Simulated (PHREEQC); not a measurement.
PHREEQC input (ion-association model, phreeqc.dat):

```
SOLUTION 0
  temp 40
  units mmol/kgw
  pH 7 charge
  Cl 1.17
  Cd 0.58
  S(6) 0.65
  Zn 0.65
  O(0) 1 O2(g) -0.68
SOLUTION 1-40
  temp 40
  units mmol/kgw
  pH 7 charge
  S(6) 7
  Na 14
  Cl 0.01
  O(0) 1 O2(g) -0.68
END
EXCHANGE 1-40
  X 0.006
  -equilibrate 1
END
SELECTED_OUTPUT 1
  -reset false
  -pH true
  -pe true
  -ionic_strength true
  -water true
  -step true
  -totals Cd Cl Na S Zn S(-2) S(6)
  -molalities NaX ZnX2 CdX2
  -saturation_indices Halite Zn(OH)2(e) Cd(OH)2
PRINT
  -reset false
TRANSPORT
  -cells 40
  -shifts 279
  -lengths 0.025
  -time_step 720
  -dispersivities 0.05
  -boundary_conditions flux flux
  -correct_disp true
  -punch_cells 40
  -punch_frequency 9
END
```

Selected output (columns that matter, 12 of 32 rows; pore volumes added in front):

```
pore volumes	pH	mu	Cd	Cl	Na	S	Zn	m_NaX	m_ZnX2	m_CdX2	si_Halite	si_Zn(OH)2(e)	si_Cd(OH)2
0	5.2394	0.020428	0	1e-05	0.014	0.007	0	0.006	0	0	-8.5691	-1000	-1000
0.6875	5.2209	0.017961	0	0.00017772	0.012331	0.0060819	0	0.006	0	0	-7.367	-1000	-1000
1.3625	5.0893	0.0052992	0	0.0010257	0.0038956	0.00144	0	0.006	0	0	-7.0517	-1000	-1000
1.8125	5.0597	0.0034267	0	0.0011489	0.0026698	0.00076544	0	0.006	0	0	-7.1529	-1000	-1000
2.4875	5.0542	0.0031183	0	0.0011691	0.0024685	0.0006547	0	0.006	0	0	-7.1767	-1000	-1000
3.1625	5.054	0.0031057	2.4941e-12	0.00117	0.0024603	0.00065016	1.4252e-12	0.006	4.0442e-09	6.4523e-09	-7.1778	-13.39	-15.339
3.8375	5.0443	0.0038376	0.00061239	0.00117	5.4017e-05	0.00065001	0.0005906	3.9553e-06	0.0015363	0.0014617	-8.8593	-4.7949	-6.9686
4.5125	5.0438	0.0038594	0.00059925	0.00117	1.3908e-06	0.00065	0.00063005	1.0066e-07	0.0016019	0.001398	-10.448	-4.7679	-6.9791
5.1875	5.0437	0.0038617	0.00058858	0.00117	4.6496e-08	0.00065	0.00064139	3.3632e-09	0.0016287	0.0013713	-11.924	-4.7604	-6.9872
5.6375	5.0437	0.0038623	0.00058494	0.00117	5.1368e-09	0.00065	0.00064505	3.7151e-10	0.0016375	0.0013625	-12.881	-4.758	-6.99
6.3125	5.0436	0.0038627	0.00058214	0.00117	1.9846e-10	0.00065	0.00064786	1.4352e-11	0.0016443	0.0013557	-14.294	-4.7562	-6.9921
6.9875	5.0436	0.0038629	0.00058092	0.00117	7.9388e-12	0.00065	0.00064908	5.7408e-13	0.0016473	0.0013527	-15.691	-4.7554	-6.9931
```

Constants without temperature data keep their 25 °C values here.
